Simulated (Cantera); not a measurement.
Charge: 1 mol SiC, 0.0026 mol O2, 94 mol H2, 2.8 mol H2O, equilibrated at 1800 K and 3.50e-6 bar.

Equilibrium computed with Cantera from the NASA thermochemical tables; the gas is ideal and each condensed phase is pure. Candidate condensed phases: C, C6H6, C7H8, C8H18, H2O, Si, SiC, SiO2; 123 gas species. The numbers say what is thermodynamically allowed, not how fast it happens.

Base state: H2 0.803, H 0.171, SiO 0.00925, CO 0.00923, H2O 0.00731, OH 0.000103, CO2 2.20e-5, O 1.71e-5 (mole fractions); condensed: gas only.

### Question
What changes in the equilibrium state with this change: temperature from 1800 K to 2075 K?

### Answer
```csv
species,before,after
H,0.171,0.724
H2,0.803,0.258
SiO,0.00925,0.00644
H2O,0.00731,0.00263
O,1.71e-5,0.00169
OH,0.000103,0.000840
```
